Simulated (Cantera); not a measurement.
Charge: 1 mol Si, 2 mol O2, 3.5 mol N2, at 1652 °C and 10000 Pa.

These are equilibrium values from Cantera (NASA tables, ideal gas, pure condensed phases), not measurements of a reactor. Candidate condensed phases: Si, SiO2, Si2N2O, Si3N4; 16 gas species. The tables hold silica as quartz up to 1696 K and as liquid above; real silica turns to tridymite and cristobalite and melts near 1996 K. Equilibrium is a limit: real reactors are often held back by kinetics, nucleation or transport.

Base state: N2 0.774, O2 0.219, NO 0.00625, O 0.000544 (mole fractions); condensed: SiO2(condensed).

Problem. What changes in the equilibrium state with this change: temperature from 1652 °C to 1400 °C?

Solution. 
| species | before | after |
|---|---|---|
| N2 | 0.774 | 0.776 |
| O2 | 0.219 | 0.221 |
| NO | 0.00625 | 0.00266 |
| O | 0.000544 | 4.98e-5 |
| SiO2(condensed), mol | 1.000 | 0 |
| SiO2(β-quartz), mol | 0 | 1.00 |
